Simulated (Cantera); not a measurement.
Charge: 1 mol TEOS, 1.6 mol CO₂, 0.54 mol H₂, at 327 °C and 0.825 Torr.

These are equilibrium values from Cantera (NASA tables, ideal gas, pure condensed phases), not measurements of a reactor. Candidate condensed phases: C, C₆H₆, C₇H₈, C₈H₁₈, H₂O, Si, SiC, SiO₂; 123 gas species. The feed counts by its element totals alone. Rates play no part.

What is the equilibrium state?


```json
{
  "x(H₂)": "0.631",
  "x(H₂O)": "0.194",
  "x(CO₂)": "0.120",
  "x(CH₄)": "0.0413",
  "x(CO)": "0.0137",
  "n(C(graphite))": "7.57 mol",
  "n(SiO₂(α-quartz))": "1.00 mol",
  "gas_amount": "11.61 mol",
  "log10 activity of Si(s) (absent)": "-31.48"
}
```
